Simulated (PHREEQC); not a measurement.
PHREEQC input (ion-association model, wateq4f.dat):

```
SOLUTION_MASTER_SPECIES
  An  An-  0  An  62.0  # stands for a non-complexing anion
SOLUTION_SPECIES
  An- = An-
    -log_k 0
    -gamma 3.0 0
PHASES
  Fix_H+
    H+ = H+
    -log_k 0
SOLUTION 1
  temp 25
  units mmol/kgw
  pH 7 charge
  Cl 1.342
  Mg 0.021
  Pb 0.65
  S(6) 0.018
  Ag 0.036
  Na 5
  An 5
END
SELECTED_OUTPUT 1
  -reset false
  -pH true
  -pe true
  -ionic_strength true
  -water true
  -totals Ag Cl Mg Na Pb S S(-2) S(6)
  -molalities Hfo_wOH Hfo_wOH2+ Hfo_wO- Hfo_sOH Hfo_sOH2+ Hfo_sO- Hfo_sOAg Hfo_wOAg Hfo_sOPb+ Hfo_wOPb+
    Hfo_wOMg+ Hfo_wSO4- Hfo_wOHSO4-2
  -saturation_indices Brucite Pb(OH)2 Anglesite Cotunnite Laurionite Larnakite Cerargyrite Ag2O Ag2SO4 Halite
    Mirabilite Epsomite
USER_PUNCH 1
  -headings sigma psi
  10 PUNCH EDL("sigma", "Hfo"), EDL("psi", "Hfo")
PRINT
  -reset false
USE solution 1
SURFACE 1
  Hfo_wOH 0.00123596 600 0.55
  Hfo_sOH 3.08989e-05
EQUILIBRIUM_PHASES 1
  Fix_H+ -3 HAn 10
    -force_equality true
  O2(g) -0.68 10
END
# ... the last block is repeated for the other 16 points of pH, with NaOH or the acid as the point needs
```

Selected output (columns that matter, 17 of 17 rows; pH added in front):

```
pH	mu	Ag	Mg	Na	Pb	S	si_Brucite	si_Pb(OH)2	si_Anglesite	si_Cotunnite	si_Larnakite	si_Cerargyrite	si_Ag2O	si_Halite
3	0.0085535	3.6e-05	2.1e-05	0.005	0.00063602	7.4512e-10	-15.678	-5.5292	-4.979	-4.471	-9.8681	1.8236	-16.571	-6.8554
3.5	0.0076773	3.5999e-05	2.1e-05	0.005	0.00062269	1.0758e-09	-14.671	-4.5308	-4.797	-4.4686	-8.6877	1.8248	-15.573	-6.8515
4	0.0073252	3.5999e-05	2.1e-05	0.005	0.0006168	2.4397e-09	-13.668	-3.5318	-4.4337	-4.4678	-7.3254	1.8253	-14.573	-6.8498
4.5	0.0071084	3.5999e-05	2.1e-05	0.005	0.00059871	7.2721e-09	-12.666	-2.5429	-3.9654	-4.4775	-5.8682	1.8256	-13.574	-6.8486
5	0.0067634	3.5996e-05	2.1e-05	0.005	0.00051122	2.1569e-08	-11.663	-1.6087	-3.5473	-4.5397	-4.5158	1.8263	-12.576	-6.846
5.5	0.0064939	3.5988e-05	2.1e-05	0.0052866	0.00033447	4.4566e-08	-10.66	-0.7918	-3.3947	-4.7173	-3.5464	1.8271	-11.58	-6.8184
6	0.0063634	3.5972e-05	2.0999e-05	0.0056307	0.00017901	8.4348e-08	-9.659	-0.0663	-3.3744	-4.9875	-2.8006	1.8275	-10.584	-6.7885
6.5	0.0062908	3.5942e-05	2.0998e-05	0.0058683	8.0597e-05	2.2222e-07	-8.6583	0.5744	-3.3012	-5.3441	-2.0867	1.8275	-9.5865	-6.769
7	0.00627	3.5884e-05	2.0994e-05	0.0060165	3.1117e-05	8.0419e-07	-7.6582	1.1214	-3.1899	-5.7957	-1.4283	1.8269	-8.5889	-6.7574
7.5	0.0062827	3.5767e-05	2.0979e-05	0.0061063	1.1801e-05	3.2138e-06	-6.6588	1.593	-3.1146	-6.3237	-0.8815	1.8255	-7.5921	-6.7508
8	0.0063151	3.5538e-05	2.0925e-05	0.0061689	5.7354e-06	9.4216e-06	-5.6606	2.0455	-3.1948	-6.8711	-0.5092	1.8227	-6.5979	-6.7464
8.5	0.0063473	3.5131e-05	2.0752e-05	0.006215	4.1788e-06	1.5311e-05	-4.6651	2.5195	-3.5101	-7.397	-0.3505	1.8176	-5.6081	-6.7433
9	0.0063709	3.4453e-05	2.0238e-05	0.0062502	4.5066e-06	1.7419e-05	-3.6772	3.0199	-3.9539	-7.8964	-0.2939	1.8091	-4.6254	-6.7407
9.5	0.0064032	3.338e-05	1.8894e-05	0.0062948	7.3374e-06	1.7886e-05	-2.71	3.5432	-4.4194	-8.3727	-0.2361	1.7951	-3.6537	-6.7376
10	0.0064841	3.1422e-05	1.5306e-05	0.006395	1.5435e-05	1.798e-05	-1.8105	4.005	-4.956	-8.9103	-0.311	1.768	-2.7085	-6.7306
10.5	0.0067326	2.7099e-05	7.5481e-06	0.0066766	3.1552e-05	1.7997e-05	-1.1448	4.2855	-5.6775	-9.6288	-0.7518	1.701	-1.8437	-6.712
11	0.0075322	1.7765e-05	1.3003e-06	0.0075017	5.2371e-05	1.7999e-05	-0.9853	4.2637	-6.7074	-10.65	-1.8035	1.5079	-1.2308	-6.6628
```

Along this series the solution becomes supersaturated in solids that the run did not let form, among them Pb(OH)2, Cerargyrite. Species that the database lacks are ignored. The oxide is taken as insoluble; below pH 4 it would dissolve.
